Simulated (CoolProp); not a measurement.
Saturated liquid density (kg/m³) of R365MFC: the reference equation beside estimates from Tc = 186.9 °C, pc = 3266 kPa, ω = 0.377. Rackett uses Z = 0.29056 − 0.08775 ω.

Computed with CoolProp (reference Helmholtz-energy equation of state, Lemmon 2016).

| T (°C) | reference | Rackett | van der Waals | Redlich-Kwong | Soave-Redlich-Kwong | Peng-Robinson |
|---|---|---|---|---|---|---|
| 71.25 | 1151 | 1226 | 689.6 | 989.1 | 1056 | 1197 |
| 77.65 | 1135 | 1208 | 679.8 | 971.5 | 1039 | (withheld) |
| 84.05 | (withheld) | 1189 | 669.7 | 953.2 | 1021 | 1158 |
| 90.45 | 1102 | (withheld) | 659.2 | 934.4 | 1002 | 1137 |
| 96.85 | 1084 | 1151 | 648.3 | 914.8 | 982.2 | 1115 |
| 103.25 | 1066 | 1131 | 637.0 | 894.4 | 961.4 | 1091 |
| 109.65 | 1047 | 1110 | 625.3 | 873.2 | 939.5 | 1066 |
| 116.05 | 1027 | 1088 | 613.0 | 851.1 | 916.4 | 1040 |
| 122.45 | 1006 | 1065 | 600.1 | 827.9 | 891.8 | 1012 |
| 128.85 | 984.2 | (withheld) | 586.5 | 803.5 | 865.8 | 982.4 |
| 135.25 | 960.7 | 1016 | 572.2 | 777.8 | 837.9 | 950.3 |
| 141.65 | 935.6 | 988.5 | 556.9 | 750.5 | 808.0 | (withheld) |
| 148.05 | 908.3 | 959.5 | 540.5 | 721.3 | 775.7 | 878.1 |

Problem. Some entries are withheld; supply them.

Solution. 
- 77.65, Peng-Robinson: 1178
- 84.05, reference: 1119
- 90.45, Rackett: 1171
- 128.85, Rackett: 1041
- 141.65, Peng-Robinson: 915.7

Absolute difference from the reference over all 13 rows, mean and median: Rackett 6.0 and 6.0 %, van der Waals 40.3 and 40.3 %, Redlich-Kwong 16.9 and 16.6 %, Soave-Redlich-Kwong 10.7 and 10.3 %, Peng-Robinson 2.3 and 2.3 %.
